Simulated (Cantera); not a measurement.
Charge: 1 mol Si, 0.32 mol O₂, 5 mol H₂, held at 6.00 bar.

These are equilibrium values from Cantera (NASA tables, ideal gas, pure condensed phases), not measurements of a reactor. Candidate condensed phases: H₂O, Si, SiO₂; 18 gas species. Mutual solubility and eutectic melting of coexisting phases are not modelled. The numbers say what is thermodynamically allowed, not how fast it happens. All values below are at 750 °C.

Base state: H₂ 1.000 (mole fractions); condensed: Si(s) + SiO₂(β-quartz).

Q: What changes in the equilibrium state with this change: O₂ from 0.32 to 2.3 mol?

A: 
| species | before | after |
|---|---|---|
| H₂O | 1.69e-9 | 0.520 |
| H₂ | 1.000 | 0.480 |
| Si(s), mol | 0.680 | 0 |
| SiO₂(β-quartz), mol | 0.320 | 1.00 |
